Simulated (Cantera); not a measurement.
What does this Cantera script print?

```python
import numpy as np
import cantera as ct

gas = ct.Solution("gri30.yaml")
gas.TPX = 2523, 1333, {'CH4': 0.046, 'H2': 1, 'O2': 0.01}
reactor = ct.IdealGasConstPressureReactor(gas, energy="off", clone=False)
net = ct.ReactorNet([reactor])
net.rtol, net.atol = 1e-08, 1e-18
show = ['CH4', 'H2', 'O2', 'C2H', 'CO2', 'H2O']
times = np.geomspace(6e-06, 1, 15)

steps = ct.SolutionArray(gas, extra=["t"])
rows = []
print(f"{'t/s':>10s}{'T/K':>9s}{'P/Pa':>11s}" + "".join(f"{s:>11s}" for s in show))
for t in times:
    while net.time < t:
        t_next = net.step()
        steps.append(gas.state, t=t_next)
    rows.append([np.interp(t, steps.t, y) for y in (steps.T, steps.P, *steps(*show).X.T)])
    print(f"{t:10.3e}{rows[-1][0]:9.1f}{rows[-1][1]:11.4g}" + "".join(f"{x:11.3e}" for x in rows[-1][2:]))
rate = np.gradient(steps.T, steps.t)
print("integrator steps:", len(steps.t))
if steps.T.max() > steps.T[0] + 200:
    print(f"time of steepest temperature rise: {steps.t[rate.argmax()]:.4e} s")
gas.TPX = 2523, 1333, {'CH4': 0.046, 'H2': 1, 'O2': 0.01}
gas.equilibrate("TP")
print(f"equilibrium (TP): T = {gas.T:.1f} K  " + "  ".join(f"{s} {gas[s].X[0]:.3e}" for s in show))
```

Result:

```
       t/s      T/K       P/Pa        CH4         H2         O2        C2H        CO2        H2O
 6.000e-06   2523.0       1333  4.336e-02  9.468e-01  9.460e-03  2.538e-16  1.377e-10  2.716e-06
 1.416e-05   2523.0       1333  4.309e-02  9.465e-01  9.440e-03  2.868e-14  2.127e-09  2.085e-05
 3.343e-05   2523.0       1333  4.244e-02  9.456e-01  9.368e-03  3.681e-12  3.477e-08  1.326e-04
 7.891e-05   2523.0       1333  4.082e-02  9.433e-01  9.025e-03  4.553e-10  5.764e-07  7.624e-04
 1.863e-04   2523.0       1333  3.645e-02  9.362e-01  7.270e-03  5.471e-08  7.982e-06  4.066e-03
 4.396e-04   2523.0       1333  2.600e-02  9.213e-01  1.940e-03  3.534e-06  4.282e-05  1.389e-02
 1.038e-03   2523.0       1333  1.336e-02  9.211e-01  1.136e-05  2.286e-05  2.546e-05  1.679e-02
 2.449e-03   2523.0       1333  4.530e-03  9.238e-01  1.833e-08  4.416e-05  6.741e-06  1.563e-02
 5.782e-03   2523.0       1333  1.312e-03  9.212e-01  2.009e-08  5.779e-05  9.437e-06  1.351e-02
 1.365e-02   2523.0       1333  6.352e-04  9.159e-01  1.430e-08  6.303e-05  1.331e-05  9.355e-03
 3.221e-02   2523.0       1333  2.916e-04  9.075e-01  3.072e-09  6.473e-05  8.451e-06  3.399e-03
 7.604e-02   2523.0       1333  5.100e-05  8.882e-01  1.223e-11  7.833e-05  4.752e-07  1.528e-04
 1.795e-01   2523.0       1333  4.918e-06  8.524e-01  3.009e-19  1.147e-04  4.806e-11  1.514e-08
 4.237e-01   2523.0       1333  2.073e-06  8.029e-01  1.182e-19  1.673e-04  1.999e-11  6.100e-09
 1.000e+00   2523.0       1333  1.271e-06  7.679e-01  7.463e-20  2.065e-04  1.259e-11  3.748e-09
integrator steps: 1858
equilibrium (TP): T = 2523.0 K  CH4 1.184e-06  H2 7.618e-01  O2 7.045e-20  C2H 2.136e-04  CO2 1.178e-11  H2O 3.492e-09
```

Computed with Cantera and GRI-Mech 3.0 (53 species, 325 reactions). GRI-Mech 3.0 stops at C3 and has no aromatics, soot or wall deposition, so with more carbon than oxygen in the feed, carbon stays in small species such as C2H2 where larger ones or solid carbon would form. Radical loss at walls, strong at low pressure, is not modelled.
